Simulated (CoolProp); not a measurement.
Vapour-liquid equilibrium of fluoroethane (R161) (1) + R1234yf (2) at 1380 kPa; x and y are mole fractions of (1).

Values from CoolProp's multi-fluid Helmholtz-energy mixture model, Wu 2012 and Lemmon 2022; pair parameters Bell 2016.

| x | bubble temperature (K) | y at the bubble point | dew temperature at overall composition x (K) | liquid density (mol/L) |
|---|---|---|---|---|
| 0.05 | 324.8 | 0.062 | 324.9 | 8.774 |
| 0.15 | 323.1 | 0.182 | ___ | 9.181 |
| 0.25 | 321.6 | ___ | 322.2 | ___ |
| 0.35 | 320.2 | 0.402 | 320.9 | ___ |
| 0.45 | 318.9 | ___ | 319.6 | 10.57 |
| 0.55 | ___ | 0.600 | 318.3 | 11.10 |
| 0.65 | 316.6 | 0.692 | 317.1 | 11.67 |
| 0.75 | 315.6 | 0.782 | 316.0 | 12.28 |
| 0.85 | ___ | 0.869 | 314.9 | 12.95 |
| 0.95 | 314.0 | 0.956 | 314.0 | ___ |

### Question
Complete the blanks.

### Answer

- 0.15, dew temperature at overall composition x (K): 323.6
- 0.25, y at the bubble point: 0.295
- 0.25, liquid density (mol/L): 9.614
- 0.35, liquid density (mol/L): 10.08
- 0.45, y at the bubble point: 0.504
- 0.55, bubble temperature (K): 317.7
- 0.85, bubble temperature (K): 314.7
- 0.95, liquid density (mol/L): 13.67

No azeotrope shows between x = 0.05 and 0.95.

The pair parameters rest on a limited set of measurements; away from them the model extrapolates.
